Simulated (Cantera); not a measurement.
Feed: 1 mol TEOS, 2.2 mol O3, 7.7 mol N2, 7.2 mol N2O, held at 1748 K and 0.000180 bar.

These are equilibrium values from Cantera (NASA tables, ideal gas, pure condensed phases), not measurements of a reactor. Candidate condensed phases: C, C6H6, C7H8, C8H18, H2O, Si, SiC, SiO2, Si2N2O, Si3N4; 151 gas species. The feed counts by its element totals alone. The tables hold silica as quartz up to 1696 K and as liquid above; real silica turns to tridymite and cristobalite and melts near 1996 K. The numbers say what is thermodynamically allowed, not how fast it happens.

Question: What is the equilibrium state?

Answer: 
```
Property                                   Result
--------------------------------------  ---------
x(N2)                                       0.450
x(CO)                                       0.176
x(H2O)                                      0.172
x(H2)                                       0.127
x(CO2)                                     0.0661
x(H)                                      0.00606
x(SiO)                                    0.00315
x(OH)                                    0.000481
x(NO)                                     1.89e-5
n(SiO2(condensed))                      0.895 mol
gas amount                              33.11 mol
log10 activity of C(graphite) (absent)      -8.06
log10 activity of Si(l) (absent)            -9.21
```
